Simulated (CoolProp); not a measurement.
Vapour-liquid equilibrium of diethyl ether (1) + methanol (2) at 413.4 K; x and y are mole fractions of (1).

The numbers come from the multi-fluid Helmholtz-energy mixture model, Thol 2014 and de Reuck 1993; pair parameters Bell 2016 in CoolProp.

```csv
x,bubble pressure (kPa),y at the bubble point,dew pressure at overall composition x (kPa),liquid density (mol/L)
0.05,1185,[?],[?],19.19
0.2,1386,0.315,1273,15.71
0.35,1510,0.448,[?],13.11
0.5,1583,0.555,1550,11.13
0.65,1614,0.660,1613,[?]
0.8,[?],0.780,1596,[?]
0.95,1534,0.935,1525,7.524
```

Problem. Fill in the missing entries.

Solution. 
- 0.05, y at the bubble point: 0.105
- 0.05, dew pressure at overall composition x (kPa): 1138
- 0.35, dew pressure at overall composition x (kPa): 1421
- 0.65, liquid density (mol/L): 9.604
- 0.8, bubble pressure (kPa): 1602
- 0.8, liquid density (mol/L): 8.428

y crosses x between x = 0.65 and 0.8: the model has an azeotrope there.

The pair parameters rest on a limited set of measurements; away from them the model extrapolates.
